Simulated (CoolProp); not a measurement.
Values from CoolProp's reference Helmholtz-energy equation of state, Leachman 2009.

Give the vapour pressure (MPa), vapour density (kg/m³), liquid cp (kJ/(kg K)), surface tension (mN/m) of saturated normal hydrogen at -248.25 °C.


| T (°C) | p (MPa) | vapour density (kg/m³) | liquid cp (kJ/(kg K)) | surface tension (mN/m) |
|---|---|---|---|---|
| -248.25 | 0.314 | 3.81 | 13.2 | 1.14 |

Surface tension comes from a separate correlation (Mulero 2012).
